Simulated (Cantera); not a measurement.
What does this Cantera script print?

```python
import numpy as np
import cantera as ct

gas_names = """
    CL CLO CL2 H HCL HOCL HO2 H2 H2O H2O2 O OH O2 O3 Ti TiCL TiCL2 TiCL3 TiCL4 TiO TiOCL TiOCL2 TiO2
""".split()
cond_names = """
    H2O(s) H2O(L) Ti(a) Ti(b) Ti(L) TiCL2(s) TiCL3(s) TiCL4(L) TiO(a) TiO(b) TiO(L) TiO2(ru) TiO2(L)
    Ti2O3(a) Ti2O3(b) Ti2O3(L) Ti3O5(a) Ti3O5(b) Ti3O5(L) Ti4O7(s) Ti4O7(L)
""".split()


def load(file, names, dense=False):
    # The tables refer to 1 bar. Condensed volumes are neglected.
    table = {s.name: s for s in ct.Species.list_from_file(file)}
    out = []
    for n in names:
        d = dict(table[n].input_data)
        d["thermo"] = dict(d["thermo"], **{"reference-pressure": 1e5})
        if dense:
            d["equation-of-state"] = {"model": "constant-volume", "density": "1e6 g/cm^3"}
        out.append(ct.Species.from_dict(d))
    return out


gas = ct.Solution(thermo="ideal-gas", species=load("nasa_gas.yaml", gas_names))
cond = {s.name: ct.Solution(thermo="fixed-stoichiometry", species=[s], name=s.name)
        for s in load("nasa_condensed.yaml", cond_names, dense=True)}
atoms = {
    'TiCl4': {'Ti': 1, 'CL': 4},
    'H2O': {'H': 2, 'O': 1},
    'H2': {'H': 2},
}
top_T = {'TiCL2(s)': 1300, 'TiCL3(s)': 1000}  # K; cautious upper limits of use, not melting points


def equilibrate(T, P, feed):
    n = {}
    for name, mol in feed.items():
        for a, k in atoms[name].items():
            n[a] = n.get(a, 0.0) + k * mol
    gas.TPX = T, P, n
    mass = sum(n.values()) * gas.mean_molecular_weight
    gas.equilibrate("TP")
    valid = [c for c in cond.values() if c.min_temp <= T <= top_T.get(c.name, c.max_temp)]
    mix = ct.Mixture([(gas, mass / gas.mean_molecular_weight)] + [(c, 0.0) for c in valid])
    mix.T, mix.P = T, P
    mix.equilibrate("TP", solver="vcs", rtol=1e-11, max_steps=5000)
    return mix


results = []
feed = {'TiCl4': 1, 'H2O': 0.49, 'H2': 9}  # mol
T = 1400  # K
for P in [10, 46, 220, 1000, 4600, 22000, 100000]:
    mix = equilibrate(T, P, feed)
    results.append((T, P, feed, dict(zip(mix.species_names, mix.species_moles))))

top = {s: max(r[3][s] / sum(r[3][g] for g in gas_names) for r in results) for s in gas_names}
cols = sorted((s for s in top if top[s] > 0.0001), key=lambda s: -top[s])[:9]
seen = [c for c in cond_names if any(r[3].get(c, 0) > 1e-12 for r in results)]
print("log10 of partial pressures in bar; condensed amounts in mol")
print(f"{'P/Pa':>10s}" + "".join(f"{s[:9]:>10s}" for s in cols + seen))
for T, P, feed, n in results:
    ng = sum(n[g] for g in gas_names)
    print(f"{P:10.4g}" + "".join(f"{np.log10(max(n[s] / ng * P / 1e5, 1e-99)):10.3f}" for s in cols)
          + "".join(f"{n.get(c, 0):10.4g}" for c in seen))
```

Output:

```
log10 of partial pressures in bar; condensed amounts in mol
      P/Pa        H2       HCL     TiCL3     TiCL4     TiCL2         H    TiO(b)  Ti2O3(b)
        10    -4.129    -4.691    -5.324    -7.146    -6.406    -7.377    0.2691   0.07361
        46    -3.456    -4.086    -4.587    -6.140    -5.938    -7.041         0    0.1633
       220    -2.775    -3.413    -3.910    -5.131    -5.593    -6.700         0    0.1633
      1000    -2.115    -2.765    -3.273    -4.175    -5.274    -6.370         0    0.1633
      4600    -1.449    -2.116    -2.655    -3.242    -4.972    -6.038         0    0.1633
   2.2e+04    -0.765    -1.458    -2.059    -2.330    -4.692    -5.696         0    0.1633
     1e+05    -0.102    -0.828    -1.528    -1.499    -4.460    -5.364         0    0.1632
```

Equilibrium computed with Cantera from the NASA thermochemical tables; the gas is ideal and each condensed phase is pure. Mutual solubility and eutectic melting of coexisting phases are not modelled. The tables' values for TiCl2 are old estimates; treat these amounts as uncertain. TiO: taken at fixed stoichiometry.
